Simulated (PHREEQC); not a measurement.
Synthetic water in mg/L, 20 °C, pH 6.19, pe 12.8:

```csv
constituent,mg/L
Na,0.277
K,0.00193
Ca,1.68
Mg,0.704
Cl,1.66
S(6) as SO4,3.44
Alkalinity as HCO3,2.04
B,0.0118
Li,0.00047
Zn,0.0547
O(0) (dissolved oxygen),0.00187
Br,0.00158
F,0.00451
```

Valence states are taken as typed.

Equilibrium calculation in PHREEQC: ion-association model, phreeqc.dat.

Precipitation was switched off in this run.

Q: What charge-balance error does the model give?

A: charge-balance error 1.1 %.

Q: In which forms is C present?

A: CO2 60 %, HCO3- 40 % of the C.

Real BF4- forms and hydrolyses slowly; the run takes it at equilibrium.
